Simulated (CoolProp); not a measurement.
A simple Rankine cycle with hexamethyldisiloxane (MM): condensing at 330.15 K, boiler at 1.41 MPa, turbine inlet 538.7 K, turbine efficiency 0.6, pump efficiency 0.6, no recuperator. Each further row changes one setting.

Values from CoolProp's reference Helmholtz-energy equation of state, Thol 2016.

```
case                             thermal efficiency (%)  net work (kJ/kg)  heat in (kJ/kg)  turbine exit temperature (K)  volume ratio over the turbine
-------------------------------  ----------------------  ----------------  ---------------  ----------------------------  -----------------------------
as stated                                           9.8              56.0              569                         496.1                           76.0
turbine inlet 558.7 K                               9.6              59.1              [?]                           [?]                           72.0
condensing temperature 322.15 K                    10.4              60.7              585                         493.7                            [?]
boiler pressure 0.987 MPa                           9.2              53.5              580                         503.0                           47.9
turbine efficiency 0.5                              8.1               [?]              569                         501.0                           76.7
```

### Question
What belongs in the gaps?

### Answer

- turbine inlet 558.7 K, heat in (kJ/kg): 615
- turbine inlet 558.7 K, turbine exit temperature (K): 517.2
- condensing temperature 322.15 K, volume ratio over the turbine: 105
- turbine efficiency 0.5, net work (kJ/kg): 46.1
